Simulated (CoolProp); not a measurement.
Model: reference Helmholtz-energy equation of state, Wagner 2002, in CoolProp.

**Question.** For water, give the phase and the density (kg/m³), isothermal compressibility (1/MPa) at 1000 K and 66.3 MPa.

**Answer.** 
- 1000 K and 66.3 MPa: supercritical; density 169, isothermal compressibility 0.0169
